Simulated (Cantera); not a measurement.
Feed: 1 mol SiO2, 9.3 mol HCl, 0.36 mol H2, at 1348.15 K and 59.0 Pa.

Cantera equilibrium calculation (NASA polynomials, part measured and part estimated; ideal gas, pure solids and liquids). Candidate condensed phases: H2O, Si, SiO2; 30 gas species. The tables hold silica as quartz up to 1696 K and as liquid above; real silica turns to tridymite and cristobalite and melts near 1996 K. The numbers say what is thermodynamically allowed, not how fast it happens.

Base state: HCl 0.962, H2 0.0374, Cl 0.000396, H2O 7.33e-5, SiCl4 2.12e-5, H 1.85e-5, SiO 1.10e-5 (mole fractions); condensed: SiO2(β-quartz).

Q: What changes in the equilibrium state with this change: SiO2 replaced by MgO?

A: 
```tsv
species	before	after
HCl	0.962	0.891
H2	0.0374	0.0374
MgCl2	0	0.0355
H2O	7.33e-5	0.0355
SiCl4	2.12e-5	0
SiO	1.10e-5	0
Cl	0.000396	0.000366
H	1.85e-5	1.85e-5
SiO2(β-quartz), mol	1.000	0
MgO(s), mol	0	0.657
```
Further candidate phases: Mg, MgCl2, MgO, Mg(OH)2.

Q: What changes in the equilibrium state with this change: pressure from 59.0 Pa to 1.50 Pa?

A: 
| species | before | after |
|---|---|---|
| HCl | 0.962 | 0.959 |
| H2 | 0.0374 | 0.0382 |
| Cl | 0.000396 | 0.00245 |
| SiO | 1.10e-5 | 0.000179 |
| SiCl4 | 2.12e-5 | 8.69e-8 |
| H | 1.85e-5 | 0.000117 |
| H2O | 7.33e-5 | 0.000181 |
| SiO2(β-quartz), mol | 1.000 | 0.998 |
